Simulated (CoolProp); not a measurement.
R143a at 293.15 K and 6.29 MPa flows at 0.16 m/s in a round tube of 4.6 mm bore and 15 µm roughness, fully developed (64/Re and Nu = 3.66 if laminar; Colebrook and Gnielinski if turbulent). Each further row changes one setting.

Values from CoolProp's reference Helmholtz-energy equation of state, Lemmon and Jacobsen 2000.

```json
[
 {"case": "as stated", "Reynolds number": "5650", "Darcy friction factor": "0.0398", "pressure drop (Pa/m)": "109", "heat-transfer coefficient (W/(m² K))": "557", "mass flow (kg/h)": "9.47"},
 {"case": "velocity 0.32 m/s", "Reynolds number": "11300", "Darcy friction factor": "0.0347", "pressure drop (Pa/m)": "382", "heat-transfer coefficient (W/(m² K))": "1110", "mass flow (kg/h)": "18.9"},
 {"case": "diameter 9.2 mm", "Reynolds number": "11300", "Darcy friction factor": "0.0324", "pressure drop (Pa/m)": "44.7", "heat-transfer coefficient (W/(m² K))": "525", "mass flow (kg/h)": "37.9"}
]
```

Viscosity comes from a separate model (Klein 1997), an estimate that may be off by 10 % or more. Thermal conductivity comes from a separate model (McLinden 2000), an estimate that may be off by 10 % or more.
